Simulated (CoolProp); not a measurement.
Computed with CoolProp (reference Helmholtz-energy equation of state, Kamei 1995).

For R22, give the phase and the cp (kJ/(kg K)), conductivity (mW/(m K)) at 440.1 K and 0.538 MPa; 440.1 K and 3.66 MPa.


- 440.1 K and 0.538 MPa: gas; cp 0.815, conductivity 22.4
- 440.1 K and 3.66 MPa: gas; cp 0.943, conductivity 23.8

Thermal conductivity comes from a separate model (McLinden 2000), an estimate that may be off by 10 % or more.
